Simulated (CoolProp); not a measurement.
The fluid at 293.15 K and 1.72 MPa is throttled through a valve to 0.578 MPa with no heat exchange. The same conditions are run with several fluids, on thermodynamics alone (safety and materials aside).

Values from CoolProp's reference Helmholtz-energy equation of state of each fluid (hexamethyldisiloxane (MM): Thol 2016; n-hexane: Thol 2019; n-perfluoropentane: Gao 2022; isobutane: Bücker 2006; R236EA: Rui 2013).

| fluid | temperature change (K) | final density (kg/m³) |
|---|---|---|
| hexamethyldisiloxane (MM) | +0.5 | 765 |
| n-hexane | +0.5 | 659 |
| n-perfluoropentane | +0.3 | 1620 |
| isobutane | +0.3 | 557 |
| R236EA | +0.2 | 1440 |
